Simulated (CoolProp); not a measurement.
A single-stage vapour-compression cycle with isohexane: evaporating at 308.15 K (dew point), condensing at 378.15 K (bubble point), superheat 0 K, subcooling 2 K, compressor efficiency 0.65, no pressure losses. Each further row changes one setting.

Computed with CoolProp (reference Helmholtz-energy equation of state, Lemmon 2006). It is a short technical equation, of lower accuracy than the large ones.

```csv
case,cooling COP,pressure ratio,discharge temperature (K),refrigerating effect (kJ/kg),volumetric capacity (kJ/m³)
as stated,1.87,8.29,378.1,173,251
evaporating temperature 313.15 K,2.13,?,378.1,181,314
condensing temperature 373.15 K,2.13,7.34,373.2,186,270
subcooling 7 K,?,8.29,378.1,186,270
superheat 10 K,1.94,8.29,378.1,191,?
compressor efficiency 0.55,1.58,8.29,378.1,173,251
```

Some entries are withheld; supply them.


- evaporating temperature 313.15 K, pressure ratio: 6.87
- subcooling 7 K, cooling COP: 2.01
- superheat 10 K, volumetric capacity (kJ/m³): 267

The compression ends wet for: as stated; evaporating temperature 313.15 K; condensing temperature 373.15 K; subcooling 7 K; superheat 10 K; compressor efficiency 0.55.
